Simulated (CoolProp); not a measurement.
Vapour-liquid equilibrium of m-xylene (1) + n-decane (2) at 0.000119 MPa; x and y are mole fractions of (1).

The numbers come from the multi-fluid Helmholtz-energy mixture model, Zhou 2012 and Lemmon 2006; pair parameters Bell 2016 in CoolProp.

Give the bubble temperature and the first vapour's composition at x = 0.05, 0.45, 0.85. Is there an azeotrope?

x = 0.05: 14.7 °C, y = 0.309; x = 0.45: -0.3 °C, y = 0.875; x = 0.85: -6.8 °C, y = 0.979. No azeotrope shows between x = 0.05 and 0.95.

The pair parameters rest on a limited set of measurements; away from them the model extrapolates.
